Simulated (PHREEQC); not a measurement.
City or well water (model solution)

Synthetic water in mg/L, 25 °C, pH 8.36, pe 0.9:

```
constituent           mg/L
------------------  ------
Na                    21.1
K                     12.2
Ca                    10.1
Mg                   0.391
Cl                    12.9
S(6) as SO4           16.5
Alkalinity as HCO3    40.9
Mn(2)                 1.13
Si as SiO2          0.0201
Li                  0.0369
Br                    4.14
```

Valence states are taken as typed.

All values are PHREEQC results (ion-association model, phreeqc.dat), not measurements.

The ionic strength is 0.00204 mol/kgw and the specific conductance is 180 µS/cm. The charge-balance error is 12.0 %.

| species | molality | activity | log γ |
|---|---|---|---|
| Na+ | 0.000917 | 0.000873 | -0.022 |
| HCO3- | 0.000633 | 0.000603 | -0.021 |
| Cl- | 0.000364 | 0.000346 | -0.022 |
| K+ | 0.000312 | 0.000296 | -0.022 |
| Ca+2 | 0.000243 | 0.000200 | -0.085 |
| SO4-2 | 0.000165 | 0.000136 | -0.086 |
| Br- | 5.18e-5 | 4.92e-5 | -0.022 |
| Mg+2 | 1.55e-5 | 1.27e-5 | -0.085 |
| Mn+2 | 1.38e-5 | 1.13e-5 | -0.085 |
| CO3-2 | 7.88e-6 | 6.48e-6 | -0.085 |

No solid was allowed to form. The solution is supersaturated, for example in Rhodochrosite, so a real one may precipitate; this is no full list.
